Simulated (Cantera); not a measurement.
A perfectly stirred reactor is fed with CH4 : H2 : O2 : N2 = 1 : 0.86 : 4.58 : 27.5 (molar parts), equivalence ratio 0.53, at 1.01 bar; it is adiabatic with a 350 K inlet, and is followed from long to short residence time, starting on the burning branch (τ in s: 0.12, 0.052, 0.022, 0.0096, 0.0041, 0.0018, 0.00076, 0.00032, 0.00014, 6e-05).

Detailed kinetics in Cantera: GRI-Mech 3.0 (53 species, 325 reactions).

**Question.** Predict: blow-out, bracketed by the residence times tried; x(CH4) at τ = 0.120 s; x(H2) at τ = 0.120 s; x(O2) at τ = 0.120 s; x(H2O2) at τ = 0.120 s; x(CH3) at τ = 0.120 s; x(CH4) at τ = 1.80 ms; x(H2) at τ = 1.80 ms; x(O2) at τ = 1.80 ms.

**Answer.** 
| Property | Result |
|---|---|
| blow-out, bracketed by the residence times tried | burning at 22.0 ms, out at 9.60 ms |
| x(CH4) at τ = 0.120 s | 7.21e-5 |
| x(H2) at τ = 0.120 s | 0.000123 |
| x(O2) at τ = 0.120 s | 0.0646 |
| x(H2O2) at τ = 0.120 s | 3.91e-7 |
| x(CH3) at τ = 0.120 s | 4.33e-6 |
| x(CH4) at τ = 1.80 ms | 0.0295 |
| x(H2) at τ = 1.80 ms | 0.0253 |
| x(O2) at τ = 1.80 ms | 0.135 |
